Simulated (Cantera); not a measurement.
Input: 1 mol PbO, 0.7 mol CO, 1.5 mol H2, 0.36 mol C, at 1275 K and 910000 Pa.

These are equilibrium values from Cantera (NASA tables, ideal gas, pure condensed phases), not measurements of a reactor. Candidate condensed phases: C, C6H6, C7H8, C8H18, H2O, Pb, PbO, PbO2, Pb3O4; 113 gas species. Rates play no part.

Base state: H2 0.415, CO 0.332, H2O 0.170, CO2 0.0818, CH4 0.00125, Pb 0.000207 (mole fractions); condensed: Pb(l).

Task: What changes in the equilibrium state with this change: PbO replaced by SiO2?

Result: 
| species | before | after |
|---|---|---|
| H2 | 0.415 | 0.635 |
| CO | 0.332 | 0.305 |
| CH4 | 0.00125 | 0.0340 |
| H2O | 0.170 | 0.0205 |
| CO2 | 0.0818 | 0.00593 |
| Pb | 0.000207 | 0 |
| Pb(l), mol | 0.999 | 0 |
| C(graphite), mol | 0 | 0.344 |
| SiO2(β-quartz), mol | 0 | 1.00 |
The tables hold silica as quartz up to 1696 K and as liquid above; real silica turns to tridymite and cristobalite and melts near 1996 K. Gases not in the tables: Si(OH)4. Further candidate phases: Si, SiC, SiO2.

Task: What changes in the equilibrium state with this change: PbO replaced by Fe2O3?

Result: 
```csv
species,before,after
H2,0.415,0.415
CO,0.332,0.332
H2O,0.170,0.170
Pb,0.000207,0
CO2,0.0818,0.0818
CH4,0.00125,0.00125
"Pb(l), mol",0.999,0
"FeO(s), mol",0,2.00
```
The tables' stoichiometric FeO is somewhat more stable than real wüstite, so its field is too wide. FeO: taken at fixed stoichiometry. Further candidate phases: Fe, Fe(CO)5, FeO, Fe(OH)2, Fe(OH)3, Fe2O3, Fe3O4.

Task: What changes in the equilibrium state with this change: CO from 0.7 to 2 mol?

Result: 
| species | before | after |
|---|---|---|
| CO | 0.332 | 0.526 |
| H2 | 0.415 | 0.304 |
| CO2 | 0.0818 | 0.0856 |
| H2O | 0.170 | 0.0823 |
| Pb | 0.000207 | 0.000207 |
| CH4 | 0.00125 | 0.00161 |
| Pb(l), mol | 0.999 | 0.999 |
